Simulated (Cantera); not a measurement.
Low-pressure radical oxidation in H2/O2

An isothermal, constant-pressure homogeneous reactor starts with H2 : O2 : H2O = 0.022 : 1 : 0.056 (molar parts), at 1450 K and 20.0 Torr.

Model: GRI-Mech 3.0 (53 species, 325 reactions), integrated in Cantera. Radical loss at walls, strong at low pressure, is not modelled.

```
t (s)         x H2   x O2       x H   x H2O    x H2O2
--------  --------  -----  --------  ------  --------
0.000100    0.0204  0.928   6.61e-8  0.0519  3.25e-10
0.000255    0.0204  0.928   5.84e-7  0.0520   1.77e-9
0.000652    0.0194  0.927  0.000110  0.0526   9.53e-9
0.00166   0.000525  0.910   0.00159  0.0685   8.74e-8
0.00425   0.000464  0.912   0.00136  0.0689   8.39e-8
0.0108    0.000366  0.915  0.000946  0.0696   7.63e-8
0.0277    0.000219  0.919  0.000432  0.0707   6.11e-8
0.0706     8.64e-5  0.924  0.000106  0.0718   3.92e-8
0.180      2.35e-5  0.926   1.49e-5  0.0725   1.94e-8
0.460      5.60e-6  0.926   1.73e-6  0.0728   8.07e-9
1.18       1.46e-6  0.927   2.32e-7  0.0730   3.35e-9
3.00       5.62e-7  0.927   5.54e-8  0.0730   1.95e-9
```
x: mole fraction; the columns are a selection and need not sum to one.

Equilibrium at this temperature and pressure: H2 4.43e-7, O2 0.927, H 3.88e-8, H2O 0.0730, H2O2 1.77e-9 (gas phase only).
